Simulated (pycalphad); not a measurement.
Computed with pycalphad from the COST 507 light-alloy database (1999), at 1 atm. These are 1990s assessments: newer ones move some temperatures and phases. Phase fractions are per mole of atoms.

Problem. Give the equilibrium state of Sn-50.7Si (at.%) at 802 °C.

Solution. 
```
T = 1075.00 K, P = 101325 Pa, N = 1 mol of atoms
G = -56808 J/mol, H = 24305 J/mol, S = 75.45 J/(mol K)  (SER reference)
chemical potentials (J/mol): Sn -80260, Si -34004
phase             fraction      x(Sn)      x(Si)
DIAMOND_A4          0.5036   4.24e-07     1.0000
LIQUID              0.4964     0.9931     0.0069
```

DIAMOND_A4 is diamond (Si).
